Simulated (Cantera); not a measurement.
Mixture: CH4 : CO : O2 : N2 = 1 : 0.048 : 1.19 : 4.48 (molar parts), equivalence ratio 1.7, at 101000 Pa, adiabatic and at constant volume. Ignition delay is the time to a rise of 400 K.

Computed with Cantera and GRI-Mech 3.0 (53 species, 325 reactions).

Q: Predict: delay at 1023 K; delay at 1123 K; delay at 1223 K; delay at 1323 K; delay at 1423 K; apparent activation energy between 1373 and 1473 K.

A: 
- delay at 1023 K = 1.06 s
- delay at 1123 K = 0.196 s
- delay at 1223 K = 43.4 ms
- delay at 1323 K = 11.1 ms
- delay at 1423 K = 3.25 ms
- apparent activation energy between 1373 and 1473 K = 200 kJ/mol
